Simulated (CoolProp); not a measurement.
Vapour pressure (kPa) of fluoroethane (R161): the reference equation beside estimates from Tc = 102.1 °C, pc = 5010 kPa, ω = 0.216. Clausius-Clapeyron is anchored at 6.45 °C with a constant enthalpy of vaporisation of 17.77 kJ/mol.

Values from CoolProp's reference Helmholtz-energy equation of state, Wu 2012.

| T (°C) | reference | Lee-Kesler | Clausius-Clapeyron |
|---|---|---|---|
| -13.05 | 277.3 | 277.0 | 303.0 |
| -6.55 | … | 350.3 | 370.2 |
| -0.05 | 436.1 | 437.4 | 448.0 |
| 6.45 | 537.4 | 539.7 | 537.4 |
| 12.95 | … | 658.8 | … |
| 19.35 | 789.8 | 794.0 | 752.8 |
| 25.85 | 946.1 | 951.2 | 882.4 |
| 32.35 | 1124 | 1130 | … |
| 38.85 | 1326 | 1332 | 1189 |
| 45.35 | 1553 | … | 1367 |

Task: What belongs in the gaps?

Result: 
- -6.55, reference: 349.9
- 12.95, reference: 655.6
- 12.95, Clausius-Clapeyron: 639.3
- 32.35, Clausius-Clapeyron: 1027
- 45.35, Lee-Kesler: 1560

Absolute difference from the reference over all 10 rows, mean and median: Lee-Kesler 0.4 and 0.5 %, Clausius-Clapeyron 6.3 and 6.3 %.
